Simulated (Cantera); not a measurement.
Standard-state values (1 bar) from the NASA 1993 polynomials, evaluated with Cantera. Values are per mole of reaction as written; species without (g) are pure solids or liquids, kept so even where they would boil at 1 bar.

3 NiS2 + 4 NH3(g) ⇌ 2 N2(g) + 6 H2S(g) + 3 Ni, with ΔH° = 454.9 kJ and ΔS° = 720.4 J/K at 300 K.

Problem. How far is the shortcut ΔG° ≈ ΔH°(300 K) − T·ΔS°(300 K) from the full temperature-dependent value at 923, 1073, 1223, 1373, 1523, 1673, 1823 K?

Solution. 
```
T (K)  shortcut (kJ)  full (kJ)  difference (kJ)  difference in log10 K  condensed phases
-----  -------------  ---------  ---------------  ---------------------  ----------------
923           -210.1     -203.2             -6.9                   0.39    NiS2(s), Ni(s)
1073          -318.1     -307.3            -10.8                   0.53    NiS2(s), Ni(s)
1223          -426.2     -410.3            -15.8                   0.68    NiS2(s), Ni(s)
1373          -534.2     -498.1            -36.1                   1.37    NiS2(l), Ni(s)
1523          -642.3     -576.2            -66.1                   2.27    NiS2(l), Ni(s)
1673          -750.3     -653.6            -96.8                   3.02    NiS2(l), Ni(s)
1823          -858.4     -733.2           -125.2                   3.59    NiS2(l), Ni(l)
```
The shortcut ignores heat capacities and the phase changes listed.
